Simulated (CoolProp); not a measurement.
Dimethyl carbonate along the isobar 1.38 MPa: density (kg/m³) from the reference equation and from simpler models built on Tc = 557.0 K, pc = 4.909 MPa, ω = 0.346; each cubic takes its own stable root.

Values from CoolProp's reference Helmholtz-energy equation of state, Zhou 2011.

```csv
T (K),phase,reference,Redlich-Kwong,Peng-Robinson
375.6,liquid,958.2,(withheld),968.7
396,liquid,(withheld),(withheld),938.0
416.4,liquid,896.2,751.3,903.5
436.8,liquid,(withheld),714.2,864.1
457.2,liquid,825.4,40.79,818.2
477.6,gas,38.59,37.73,39.14
498,gas,35.70,(withheld),36.20
518.4,gas,33.37,33.13,33.81
538.8,gas,31.44,(withheld),31.80
559.2,gas,29.78,29.75,30.08
579.6,gas,28.34,28.35,28.58
600,gas,27.06,27.11,27.26
```

Some entries are withheld; supply them.


- 375.6, Redlich-Kwong: 814.7
- 396, reference: 928.0
- 396, Redlich-Kwong: 784.5
- 436.8, reference: 862.3
- 498, Redlich-Kwong: 35.23
- 538.8, Redlich-Kwong: 31.32

At some of these states Redlich-Kwong gives the other phase, because its saturation line lies elsewhere.
